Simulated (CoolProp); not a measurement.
Vapour pressure (MPa) of the fluoroketone C6F12O (FK-5-1-12): the reference equation beside estimates from Tc = 168.7 °C, pc = 1.869 MPa, ω = 0.471. Clausius-Clapeyron is anchored at 53.75 °C with a constant enthalpy of vaporisation of 27.35 kJ/mol.

Model: reference Helmholtz-energy equation of state, McLinden 2015, in CoolProp.

```csv
T (°C),reference,Lee-Kesler,Clausius-Clapeyron,van der Waals,Redlich-Kwong,Soave-Redlich-Kwong,Peng-Robinson
2.75,0.01437,0.01438,0.01852,0.2037,0.05754,0.01442,0.01491
15.55,0.02670,0.02668,0.03141,0.2612,0.08888,0.02670,0.02727
28.25,0.04624,0.04623,0.05077,0.3281,0.1310,0.04621,0.04674
41.05,0.07608,0.07611,0.07919,0.4060,0.1865,0.07607,0.07635
53.75,0.1189,0.1190,0.1189,0.4942,0.2566,0.1191,0.1189
66.45,0.1786,0.1787,0.1733,0.5940,0.3435,0.1793,0.1781
79.25,0.2596,0.2598,0.2463,0.7067,0.4500,0.2614,0.2589
91.95,0.3652,0.3652,0.3408,0.8311,0.5764,0.3688,0.3645
104.75,0.5019,0.5014,0.4624,0.9694,0.7262,0.5081,0.5019
117.45,0.6726,0.6718,0.6136,1.120,0.8989,0.6825,0.6743
130.25,0.8863,0.8853,0.8016,1.286,1.099,0.9002,0.8907
142.95,1.147,1.147,1.028,1.464,1.324,1.164,1.154
```

Absolute difference from the reference over all 12 rows, mean and median: Lee-Kesler 0.1 and 0.1 %, Clausius-Clapeyron 9.3 and 8.3 %, van der Waals 360.0 and 202.4 %, Redlich-Kwong 109.9 and 82.8 %, Soave-Redlich-Kwong 0.7 and 0.5 %, Peng-Robinson 0.8 and 0.3 %.
